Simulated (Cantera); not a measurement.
Feed: 1 mol HMDSO, 3.5 mol O₃, 25 mol N₂, equilibrated at 400 °C.

Equilibrium computed with Cantera from the NASA thermochemical tables; the gas is ideal and each condensed phase is pure. Candidate condensed phases: C, C₆H₆, C₇H₈, C₈H₁₈, H₂O, Si, SiC, SiO₂, Si₂N₂O, Si₃N₄; 151 gas species. The feed counts by its element totals alone. Equilibrium is a limit: real reactors are often held back by kinetics, nucleation or transport.

Task: Which condensed phases are stable at each of these points (P (Pa)): 5, 15, 45, 140, 410, 1200, 3700, 11000, 33000, 100000?

Result: 
| P (Pa) | condensed phases | Si condensed (%) |
|---|---|---|
| 5 | SiO₂(α-quartz) | 100.0 |
| 15 | SiO₂(α-quartz) | 100.0 |
| 45 | C(graphite) + SiO₂(α-quartz) | 100.0 |
| 140 | C(graphite) + SiO₂(α-quartz) | 100.0 |
| 410 | C(graphite) + SiO₂(α-quartz) | 100.0 |
| 1200 | C(graphite) + SiO₂(α-quartz) | 100.0 |
| 3700 | C(graphite) + SiO₂(α-quartz) | 100.0 |
| 11000 | C(graphite) + SiO₂(α-quartz) | 100.0 |
| 33000 | C(graphite) + SiO₂(α-quartz) | 100.0 |
| 100000 | C(graphite) + SiO₂(α-quartz) | 100.0 |

From 5.00 Pa to 15.0 Pa the condensed part is SiO₂(α-quartz). From 45.0 Pa to 100000 Pa the condensed part is C(graphite) + SiO₂(α-quartz).
